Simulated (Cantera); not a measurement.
## Equilibrium for boron, boron nitride and boron oxide: B2O3 + NH3 + N2

Feed: 1 mol B2O3, 19 mol NH3, 2.1 mol N2, at 7.50 Torr.

Equilibrium computed with Cantera from the NASA thermochemical tables; the gas is ideal and each condensed phase is pure. Candidate condensed phases: B, BN, B2O3, B3O3H3, H2O; 39 gas species. The numbers say what is thermodynamically allowed, not how fast it happens.

```csv
T (K),log p H2,log p N2,log p HBO,log p HBO2,log p B2O3
1623,-2.17,-2.55,-3.92,-3.89,-3.98
1648,-2.17,-2.55,-3.91,-3.88,-3.99
1673,-2.17,-2.55,-3.90,-3.87,-4.00
1698,-2.17,-2.55,-3.89,-3.87,-4.02
1723,-2.17,-2.55,-3.88,-3.86,-4.03
1748,-2.17,-2.55,-3.87,-3.86,-4.04
1773,-2.17,-2.55,-3.86,-3.86,-4.06
1798,-2.17,-2.55,-3.85,-3.85,-4.07
1823,-2.17,-2.55,-3.84,-3.85,-4.09
```
log p: log10 of the partial pressure in bar; nothing condenses.

From 1623 K to 1823 K nothing is condensed. The main B-bearing gas is B2O3 throughout.
